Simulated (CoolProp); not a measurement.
A closed Brayton cycle with carbon dioxide: compressor inlet 330.15 K and 9.3 MPa, high pressure 17.7 MPa, turbine inlet 625 K, compressor efficiency 0.89, turbine efficiency 0.93, recuperator effectiveness 0.95 (on enthalpy, no pinch check). Each further row changes one setting.

Values from CoolProp's reference Helmholtz-energy equation of state, Span 1996.

```json
[
 {"case": "as stated", "thermal efficiency (%)": "[?]", "net work (kJ/kg)": "36.0", "compressor to turbine work": "0.44", "compressor exit (K)": "381.1", "turbine exit (K)": "556.1"},
 {"case": "turbine inlet 575 K", "thermal efficiency (%)": "22.8", "net work (kJ/kg)": "29.2", "compressor to turbine work": "0.50", "compressor exit (K)": "381.1", "turbine exit (K)": "508.9"},
 {"case": "compressor inlet 340.15 K", "thermal efficiency (%)": "24.9", "net work (kJ/kg)": "31.8", "compressor to turbine work": "0.51", "compressor exit (K)": "[?]", "turbine exit (K)": "556.1"},
 {"case": "high pressure 15 MPa", "thermal efficiency (%)": "25.2", "net work (kJ/kg)": "[?]", "compressor to turbine work": "0.42", "compressor exit (K)": "367.8", "turbine exit (K)": "573.7"},
 {"case": "recuperator effectiveness 0.5", "thermal efficiency (%)": "15.5", "net work (kJ/kg)": "36.0", "compressor to turbine work": "0.44", "compressor exit (K)": "381.1", "turbine exit (K)": "556.1"}
]
```

**Question.** Some entries are withheld; supply them.

**Answer.** 
- as stated, thermal efficiency (%): 26.1
- compressor inlet 340.15 K, compressor exit (K): 395.4
- high pressure 15 MPa, net work (kJ/kg): 28.5
